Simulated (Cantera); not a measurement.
## Silicon carbide growth: Si(CH3)4 + C3H8 + H2

Feed: 1 mol Si(CH3)4, 0.17 mol C3H8, 1900 mol H2, at 900 K and 0.100 bar.

These are equilibrium values from Cantera (NASA tables, ideal gas, pure condensed phases), not measurements of a reactor. Candidate condensed phases: C, C6H6, C7H8, C8H18, Si, SiC; 87 gas species. Rates play no part.

```
Item                                       Value
--------------------------------------  --------
x(H2)                                      0.998
x(CH4)                                   0.00184
n(SiC(s))                               1.00 mol
gas amount                              1903 mol
log10 activity of C(graphite) (absent)     -1.23
log10 activity of Si(s) (absent)           -2.61
```
